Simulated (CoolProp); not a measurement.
A single-stage vapour-compression cycle with n-butane: evaporating at 313.15 K (dew point), condensing at 349.15 K (bubble point), superheat 2 K, subcooling 5 K, compressor efficiency 0.85, no pressure losses. Each further row changes one setting.

Model: reference Helmholtz-energy equation of state, Bücker 2006, in CoolProp.

| case | cooling COP | pressure ratio | discharge temperature (K) | refrigerating effect (kJ/kg) | volumetric capacity (kJ/m³) |
|---|---|---|---|---|---|
| as stated | 6.31 | 2.45 | 349.1 | 267 | 2490 |
| evaporating temperature 318.15 K | 7.63 | 2.13 | 349.1 | 274 | 2920 |
| condensing temperature 344.15 K | 7.57 | 2.19 | 344.1 | 281 | 2620 |
| subcooling 10 K | 6.63 | 2.45 | 349.1 | 281 | 2620 |
| superheat 12 K | 6.44 | 2.45 | 357.2 | 286 | 2560 |
| compressor efficiency 0.75 | 5.57 | 2.45 | 350.2 | 267 | 2490 |

The compression ends wet for: as stated; evaporating temperature 318.15 K; condensing temperature 344.15 K; subcooling 10 K.
